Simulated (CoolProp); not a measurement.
Saturation properties of R1123 (Tc = 331.7 K, pc = 4.549 MPa, ω = 0.243).

Model: reference Helmholtz-energy equation of state, Akasaka 2020, in CoolProp.

```tsv
T (K)	p (MPa)	liquid density (kg/m³)	vapour density (kg/m³)	enthalpy of vaporisation (kJ/kg)	liquid cp (kJ/(kg K))
228	0.2173	1293	?	213.6	1.314
236.2	0.3062	1265	13.88	207.0	1.334
244.3	0.4188	1237	18.75	200.2	1.358
252.5	0.5623	?	24.97	192.8	1.387
260.6	0.7373	1176	32.64	185.1	1.420
268.8	0.9531	1142	?	176.6	1.462
277	1.213	?	54.31	167.4	1.515
285.1	1.517	1068	69.08	157.4	1.582
```

Problem. Complete the blanks.

Solution. 
- 228, vapour density (kg/m³): 10.02
- 252.5, liquid density (kg/m³): 1207
- 268.8, vapour density (kg/m³): 42.30
- 277, liquid density (kg/m³): 1106

It boils at 211.9 K under 1 atm.
